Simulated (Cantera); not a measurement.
A closed system holds: 1 mol H2O, 0.12 mol SO2, 0.039 mol O2, equilibrated at 427 °C and 7.50 Torr.

Method: chemical equilibrium by Gibbs-energy minimisation in Cantera with the NASA 1993 tables (ideal gas, pure condensed phases). Candidate condensed phases: H2O, H2SO4, S; 19 gas species. The numbers say what is thermodynamically allowed, not how fast it happens.

Base state: H2O 0.890, SO3 0.0638, SO2 0.0428, O2 0.00271, H2SO4 0.000282 (mole fractions); condensed: gas only.

Task: What changes in the equilibrium state with this change: pressure from 7.50 Torr to 17300 Torr?

Result: 
```
species    before    after
-------  --------  -------
H2O         0.890    0.886
H2SO4    0.000282   0.0677
SO2        0.0428   0.0400
SO3        0.0638  0.00670
O2        0.00271  1.48e-8
```
